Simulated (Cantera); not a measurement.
Feed: 1 mol C2F6, 6 mol H2, held at 8.60 mbar.

Method: chemical equilibrium by Gibbs-energy minimisation in Cantera with the NASA 1993 tables (ideal gas, pure condensed phases). Candidate condensed phases: C, C6H6, C7H8, C8H18; 95 gas species. The feed counts by its element totals alone. Equilibrium is a limit: real reactors are often held back by kinetics, nucleation or transport.

Task: At 1977 °C, list the 5 most abundant gas species with their mole fractions, and the condensed phases.

Result: HF 0.652, H2 0.303, H 0.0441, C2H2 (acetylene) 0.00101, F 9.62e-5. Condensed: C(graphite).
